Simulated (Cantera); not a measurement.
A closed system holds: 1 mol SiH2Cl2, 30 mol NO, 48 mol N2, at 13300 Pa.

These are equilibrium values from Cantera (NASA tables, ideal gas, pure condensed phases), not measurements of a reactor. Candidate condensed phases: H2O, NH4Cl, Si, SiO2, Si2N2O, Si3N4; 47 gas species. The tables hold silica as quartz up to 1696 K and as liquid above; real silica turns to tridymite and cristobalite and melts near 1996 K. Rates play no part.

x: gas mole fraction; n: condensed amount in mol.

| T (K) | x N2 | x O2 | x HCl | x H2O | n SiO2(α-quartz) | n SiO2(β-quartz) |
|---|---|---|---|---|---|---|
| 675 | 0.801 | 0.173 | 0.00730 | [?] | 1.00 | 0 |
| 725 | 0.801 | 0.174 | 0.00929 | [?] | 1.00 | 0 |
| 775 | 0.800 | 0.174 | 0.0112 | [?] | 1.00 | 0 |
| 825 | 0.800 | 0.175 | 0.0129 | [?] | 1.00 | 0 |
| 875 | 0.800 | 0.175 | 0.0145 | [?] | 0 | 1.00 |
| 925 | 0.799 | 0.175 | 0.0158 | [?] | 0 | 1.00 |
| 975 | 0.799 | 0.175 | 0.0169 | [?] | 0 | 1.00 |
| 1025 | 0.799 | 0.176 | 0.0179 | [?] | 0 | 1.00 |
| 1075 | 0.799 | 0.176 | 0.0186 | [?] | 0 | 1.00 |
| 1125 | 0.799 | 0.176 | 0.0193 | [?] | 0 | 1.00 |
| 1175 | 0.798 | 0.176 | 0.0198 | 0.00278 | 0 | 1.00 |
| 1225 | 0.798 | 0.176 | 0.0202 | 0.00259 | 0 | 1.00 |
| 1275 | 0.798 | 0.176 | 0.0204 | 0.00247 | 0 | 1.00 |
| 1325 | 0.798 | 0.176 | 0.0205 | 0.00241 | 0 | 1.00 |

Problem. Complete the blanks.

Solution. 
- 675, x H2O: 0.00907
- 725, x H2O: 0.00806
- 775, x H2O: 0.00710
- 825, x H2O: 0.00623
- 875, x H2O: 0.00546
- 925, x H2O: 0.00479
- 975, x H2O: 0.00423
- 1025, x H2O: 0.00375
- 1075, x H2O: 0.00336
- 1125, x H2O: 0.00303
